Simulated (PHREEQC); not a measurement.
Solution (58 °C): 0.0035 mol/kgw H2SO4. Closed to the air; pH follows from the charge balance.

The numbers come from PHREEQC with the ion-association model, phreeqc.dat.

The ionic strength comes out as 0.00735 mol/kgw. What activity coefficients do HSO4-, H+, SO4-2 get?

HSO4- 0.91, H+ 0.92, SO4-2 0.69.

This is a speciation only: nothing precipitates in the calculation. Constants without temperature data keep their 25 °C values here.
